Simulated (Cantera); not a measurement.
## Ignition delay

Mixture: 10.4 % CH4, 18.8 % O2, 70.8 % N2, equivalence ratio 1.1, at 1.00 bar, adiabatic and at constant pressure. Ignition delay is the time to a rise of 400 K.

Cantera simulation using GRI-Mech 3.0 (53 species, 325 reactions); the numbers are that mechanism's predictions, not measurements.

```
T0 (K)  delay (ms)
------  ----------
1200          48.3
1250          24.0
1300          12.4
1350          6.58
1400          3.62
1450          2.06
1500          1.22
1550         0.749
1600         0.479
```

- apparent activation energy between 1500 and 1600 K: 190 kJ/mol
